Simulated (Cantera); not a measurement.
A perfectly stirred reactor is fed with CH4 : O2 : N2 = 1 : 2.5 : 9.4 (molar parts), equivalence ratio 0.80, at 0.830 bar; it is adiabatic with a 375 K inlet, and is followed from long to short residence time, starting on the burning branch (τ in s: 0.069, 0.036, 0.019, 0.0096, 0.005, 0.0026, 0.0013, 0.0007, 0.00036, 0.00019, 9.8e-05, 5.1e-05, 2.6e-05).

Computed with Cantera and GRI-Mech 3.0 (53 species, 325 reactions).

x: mole fraction; the columns are a selection and need not sum to one.

```json
[
 {"τ (s)": "0.069", "T (K)": "2038", "x CH4": "7.39e-6", "x O2": "0.0389", "x NO": "0.000228", "x HO2": "1.49e-6", "x H": "0.000138", "x H2": "0.000735"},
 {"τ (s)": "0.036", "T (K)": "2028", "x CH4": "1.17e-5", "x O2": "0.0392", "x NO": "0.000167", "x HO2": "1.79e-6", "x H": "0.000219", "x H2": "0.000993"},
 {"τ (s)": "0.019", "T (K)": "2014", "x CH4": "1.81e-5", "x O2": "0.0397", "x NO": "0.000126", "x HO2": "2.28e-6", "x H": "0.000361", "x H2": "0.00137"},
 {"τ (s)": "0.0096", "T (K)": "1993", "x CH4": "2.87e-5", "x O2": "0.0404", "x NO": "9.46e-5", "x HO2": "3.10e-6", "x H": "0.000626", "x H2": "0.00195"},
 {"τ (s)": "0.0050", "T (K)": "1966", "x CH4": "4.47e-5", "x O2": "0.0413", "x NO": "7.24e-5", "x HO2": "4.29e-6", "x H": "0.00105", "x H2": "0.00268"},
 {"τ (s)": "0.0026", "T (K)": "1932", "x CH4": "7.12e-5", "x O2": "0.0425", "x NO": "5.58e-5", "x HO2": "5.99e-6", "x H": "0.00170", "x H2": "0.00360"},
 {"τ (s)": "0.0013", "T (K)": "1888", "x CH4": "0.000121", "x O2": "0.0442", "x NO": "4.23e-5", "x HO2": "8.47e-6", "x H": "0.00269", "x H2": "0.00474"},
 {"τ (s)": "0.00070", "T (K)": "1841", "x CH4": "0.000202", "x O2": "0.0461", "x NO": "3.24e-5", "x HO2": "1.15e-5", "x H": "0.00382", "x H2": "0.00585"},
 {"τ (s)": "0.00036", "T (K)": "1783", "x CH4": "[?]", "x O2": "0.0490", "x NO": "[?]", "x HO2": "[?]", "x H": "[?]", "x H2": "[?]"},
 {"τ (s)": "0.00019", "T (K)": "1715", "x CH4": "[?]", "x O2": "[?]", "x NO": "[?]", "x HO2": "[?]", "x H": "[?]", "x H2": "[?]"},
 {"τ (s)": "9.8e-5", "T (K)": "375", "x CH4": "0.0775", "x O2": "0.194", "x NO": "<1e-12", "x HO2": "<1e-12", "x H": "<1e-12", "x H2": "<1e-12"},
 {"τ (s)": "5.1e-5", "T (K)": "375", "x CH4": "0.0775", "x O2": "0.194", "x NO": "<1e-12", "x HO2": "<1e-12", "x H": "<1e-12", "x H2": "<1e-12"},
 {"τ (s)": "2.6e-5", "T (K)": "375", "x CH4": "0.0775", "x O2": "0.194", "x NO": "<1e-12", "x HO2": "<1e-12", "x H": "<1e-12", "x H2": "<1e-12"}
]
```

### Question
Some entries are withheld; supply them.

### Answer

- 0.00036, x CH4: 0.000376
- 0.00036, x NO: 2.30e-5
- 0.00036, x HO2: 1.61e-5
- 0.00036, x H: 0.00512
- 0.00036, x H2: 0.00705
- 0.00019, x CH4: 0.000775
- 0.00019, x O2: 0.0536
- 0.00019, x NO: 1.46e-5
- 0.00019, x HO2: 2.39e-5
- 0.00019, x H: 0.00597
- 0.00019, x H2: 0.00818
